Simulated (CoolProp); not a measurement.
CHF3 (R23) at several states: Z from the reference equation and from simpler models built on Tc = 299.3 K, pc = 4.832 MPa, ω = 0.263; each cubic takes its own stable root.

Values from CoolProp's reference Helmholtz-energy equation of state, Penoncello 2003.

| T (K) | p (MPa) | phase | reference |
|---|---|---|---|
| 426.7 | 2.52 | gas | 0.9493 |
| 457.9 | 1.64 | gas | 0.9757 |
| 322.9 | 0.0337 | gas | 0.9981 |
| 259.3 | 0.585 | gas | 0.9233 |

Task: How far does each simpler model (Pitzer virial, van der Waals, Soave-Redlich-Kwong, Peng-Robinson) lie from the reference over these 4 states: mean and median of the absolute difference, and the worst?

Result: 
- Pitzer virial: mean 0.3 %, median 0.3 %, worst +0.8 % at 259.3 K and 0.585 MPa
- van der Waals: mean 1.2 %, median 1.2 %, worst +2.6 % at 259.3 K and 0.585 MPa
- Soave-Redlich-Kwong: mean 0.6 %, median 0.7 %, worst +0.9 % at 426.7 K and 2.52 MPa
- Peng-Robinson: mean 0.2 %, median 0.2 %, worst -0.3 % at 426.7 K and 2.52 MPa
